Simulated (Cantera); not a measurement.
A closed system holds: 1 mol Cu, 14 mol CO, 120 mol H2, equilibrated at 14300 Torr.

Method: chemical equilibrium by Gibbs-energy minimisation in Cantera with the NASA 1993 tables (ideal gas, pure condensed phases). Candidate condensed phases: C, C6H6, C7H8, C8H18, Cu, CuO, Cu(OH)2, Cu2O, H2O; 113 gas species. The numbers say what is thermodynamically allowed, not how fast it happens. All values below are at 1800 K.

Base state: H2 0.893, CO 0.102, CH4 0.00243, H2O 0.00238, H 7.76e-5, CO2 7.15e-5, Cu 2.85e-5 (mole fractions); condensed: Cu(l).

### Question
What changes in the equilibrium state with this change: pressure from 14300 Torr to 7.50 Torr?

### Answer
| species | before | after |
|---|---|---|
| H2 | 0.893 | 0.886 |
| CO | 0.102 | 0.104 |
| Cu | 2.85e-5 | 0.00739 |
| H | 7.76e-5 | 0.00337 |
| CH4 | 0.00243 | 5.36e-7 |
| H2O | 0.00238 | 2.94e-6 |
| CO2 | 7.15e-5 | 9.00e-8 |
| Cu(l), mol | 0.996 | 0 |
